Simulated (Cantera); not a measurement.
## Adiabatic ignition

An adiabatic, constant-volume homogeneous reactor starts with 13.8 % CO, 1.25 % H2, 17.9 % O2, 67.1 % N2, equivalence ratio 0.42, at 1073 K and 825 Torr.

Computed with Cantera and GRI-Mech 3.0 (53 species, 325 reactions).

```json
[
 {"t (s)": "3.00e-6", "T (K)": "1073", "P (bar)": "1.10", "x CO": "0.138", "x H2": "0.0125", "x O2": "0.179", "x N2O": "<1e-12", "x NO": "<1e-12", "x H2O": "6.98e-12"},
 {"t (s)": "9.16e-6", "T (K)": "1073", "P (bar)": "1.10", "x CO": "0.138", "x H2": "0.0125", "x O2": "0.179", "x N2O": "<1e-12", "x NO": "<1e-12", "x H2O": "1.32e-10"},
 {"t (s)": "2.80e-5", "T (K)": "1073", "P (bar)": "1.10", "x CO": "0.138", "x H2": "0.0125", "x O2": "0.179", "x N2O": "<1e-12", "x NO": "<1e-12", "x H2O": "2.43e-9"},
 {"t (s)": "8.54e-5", "T (K)": "1073", "P (bar)": "1.10", "x CO": "0.138", "x H2": "0.0125", "x O2": "0.179", "x N2O": "<1e-12", "x NO": "<1e-12", "x H2O": "9.59e-8"},
 {"t (s)": "0.000261", "T (K)": "1084", "P (bar)": "1.11", "x CO": "0.137", "x H2": "0.0118", "x O2": "0.178", "x N2O": "1.30e-9", "x NO": "4.89e-10", "x H2O": "0.000563"},
 {"t (s)": "0.000795", "T (K)": "2322", "P (bar)": "2.23", "x CO": "0.0150", "x H2": "0.000209", "x O2": "0.115", "x N2O": "1.52e-6", "x NO": "0.000271", "x H2O": "0.0111"},
 {"t (s)": "0.00243", "T (K)": "2421", "P (bar)": "2.31", "x CO": "0.00676", "x H2": "9.58e-5", "x O2": "0.113", "x N2O": "1.02e-6", "x NO": "0.00141", "x H2O": "0.0119"},
 {"t (s)": "0.00741", "T (K)": "2416", "P (bar)": "2.30", "x CO": "0.00655", "x H2": "9.33e-5", "x O2": "0.111", "x N2O": "1.01e-6", "x NO": "0.00415", "x H2O": "0.0120"},
 {"t (s)": "0.0226", "T (K)": "2406", "P (bar)": "2.29", "x CO": "0.00627", "x H2": "9.00e-5", "x O2": "0.109", "x N2O": "1.02e-6", "x NO": "0.00919", "x H2O": "0.0120"},
 {"t (s)": "0.0691", "T (K)": "2398", "P (bar)": "2.29", "x CO": "0.00607", "x H2": "8.77e-5", "x O2": "0.107", "x N2O": "1.04e-6", "x NO": "0.0127", "x H2O": "0.0121"},
 {"t (s)": "0.211", "T (K)": "2398", "P (bar)": "2.28", "x CO": "0.00606", "x H2": "8.75e-5", "x O2": "0.107", "x N2O": "1.04e-6", "x NO": "0.0130", "x H2O": "0.0121"},
 {"t (s)": "0.644", "T (K)": "2398", "P (bar)": "2.28", "x CO": "0.00606", "x H2": "8.75e-5", "x O2": "0.107", "x N2O": "1.04e-6", "x NO": "0.0130", "x H2O": "0.0121"},
 {"t (s)": "1.97", "T (K)": "2398", "P (bar)": "2.28", "x CO": "0.00606", "x H2": "8.75e-5", "x O2": "0.107", "x N2O": "1.04e-6", "x NO": "0.0130", "x H2O": "0.0121"},
 {"t (s)": "6.00", "T (K)": "2398", "P (bar)": "2.28", "x CO": "0.00606", "x H2": "8.75e-5", "x O2": "0.107", "x N2O": "1.04e-6", "x NO": "0.0130", "x H2O": "0.0121"}
]
```
x: mole fraction; the columns are a selection and need not sum to one.

- time of steepest temperature rise = 0.411 ms
- temperature at 6.00 s = 2398 K
- equilibrium temperature = 2398 K
- x(CO) at 6.00 s = 0.00606 (gas-phase equilibrium 0.00606)
- x(H2) at 6.00 s = 8.75e-5 (gas-phase equilibrium 8.75e-5)
- x(O2) at 6.00 s = 0.107 (gas-phase equilibrium 0.107)
